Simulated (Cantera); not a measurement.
**Transport properties of process gases**

Gas mixture: O2 = 0.98 (molar parts), at 10.0 bar, frozen composition.

Cantera's kinetic-theory transport with the Lennard-Jones parameters of GRI-Mech 3.0, ideal gas; thermal conductivity in the multicomponent form.

```
T (K)  ρ (kg/m³)  cp (J/kg/K)  μ (µPa s)  λ (mW/m/K)     Pr  D (cm²/s) H2  D (cm²/s) C2H2  D (cm²/s) N2
-----  ---------  -----------  ---------  ----------  -----  ------------  --------------  ------------
400         9.62        941.4       25.6        33.9  0.712         0.133          0.0284        0.0350
600         6.41         1003       34.1        48.1  0.710         0.263          0.0578        0.0700
800         4.81         1055       41.4        61.5  0.710         0.425          0.0947         0.114
1000        3.85         1090       47.9        73.7  0.709         0.616           0.138         0.165
1200        3.21         1114       54.0        84.9  0.708         0.834           0.188         0.224
1400        2.75         1134       59.7        95.6  0.708          1.08           0.243         0.289
1600        2.41         1151       65.1         106  0.708          1.34           0.303         0.361
```
D: mixture-averaged diffusion coefficient of that species in the mixture.
